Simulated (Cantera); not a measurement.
A closed system holds: 1 mol Fe(CO)5, 1.7 mol N2, at 1198.15 K and 1 atm.

Equilibrium computed with Cantera from the NASA thermochemical tables; the gas is ideal and each condensed phase is pure. Candidate condensed phases: C, Fe, Fe(CO)5, FeO, Fe2O3, Fe3O4; 27 gas species. Condensed phases not in the tables: cementite and carbon dissolved in iron. Kinetics and transport are ignored.

Base state: CO 0.733, N2 0.256, CO2 0.0106 (mole fractions); condensed: C(graphite) + Fe(γ).

Task: What changes in the equilibrium state with this change: temperature from 1198.15 K to 1600 K?

Result: 
| species | before | after |
|---|---|---|
| CO | 0.733 | 0.746 |
| N2 | 0.256 | 0.254 |
| CO2 | 0.0106 | 0.000164 |
| C(graphite), mol | 0.0700 | 0.00110 |
| Fe(γ), mol | 1.00 | 1.000 |
Iron dissolves carbon and melts from about 1420 K in contact with it, which pure phases cannot show.
